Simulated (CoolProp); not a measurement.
Vapour-liquid equilibrium of carbon dioxide (1) + R22 (2) at 271 K; x and y are mole fractions of (1).

Values from CoolProp's multi-fluid Helmholtz-energy mixture model, Span 1996 and Kamei 1995; pair parameters Bell 2016.

| x | bubble pressure (kPa) | y at the bubble point | dew pressure at overall composition x (kPa) | liquid density (mol/L) |
|---|---|---|---|---|
| 0.05 | 561.9 | ? | 485.5 | 15.18 |
| 0.15 | 777.1 | 0.459 | 534.8 | 15.75 |
| 0.25 | 1015 | 0.619 | 595.0 | 16.35 |
| 0.35 | 1271 | 0.725 | 670.2 | 16.97 |
| 0.45 | 1542 | 0.799 | 766.9 | 17.62 |
| 0.55 | 1826 | 0.854 | ? | 18.28 |
| 0.65 | 2122 | 0.896 | ? | 18.97 |
| 0.75 | 2431 | 0.930 | 1351 | 19.67 |
| 0.85 | 2756 | 0.960 | 1803 | 20.37 |
| 0.95 | 3105 | 0.987 | 2639 | 21.05 |

**Question.** What belongs in the gaps?

**Answer.** 
- 0.05, y at the bubble point: 0.198
- 0.55, dew pressure at overall composition x (kPa): 896.1
- 0.65, dew pressure at overall composition x (kPa): 1078

No azeotrope shows between x = 0.05 and 0.95.

The pair parameters rest on a limited set of measurements; away from them the model extrapolates.
